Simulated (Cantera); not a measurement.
Feed: 1 mol PbO, 0.85 mol H₂, held at 57.8 Torr.

Cantera equilibrium calculation (NASA polynomials, part measured and part estimated; ideal gas, pure solids and liquids). Candidate condensed phases: H₂O, Pb, PbO, PbO₂, Pb₃O₄; 12 gas species. Each liquid is taken as pure. Mutual solubility and eutectic melting of coexisting phases are not modelled. Gases not in the tables: (PbO)n polymers. Rates play no part. All values below are at 1350 K.

Base state: H₂O 0.922, Pb 0.0635, PbO 0.0135, H₂ 0.000553 (mole fractions); condensed: Pb(l) + PbO(l).

Question: What changes in the equilibrium state with this change: pressure from 57.8 Torr to 105 Torr?

Answer: 
```
species        before     after
-----------  --------  --------
H₂O             0.922     0.957
Pb             0.0635    0.0349
PbO            0.0135   0.00741
H₂           0.000553  0.000574
Pb(l), mol      0.791     0.818
PbO(l), mol     0.138     0.144
```
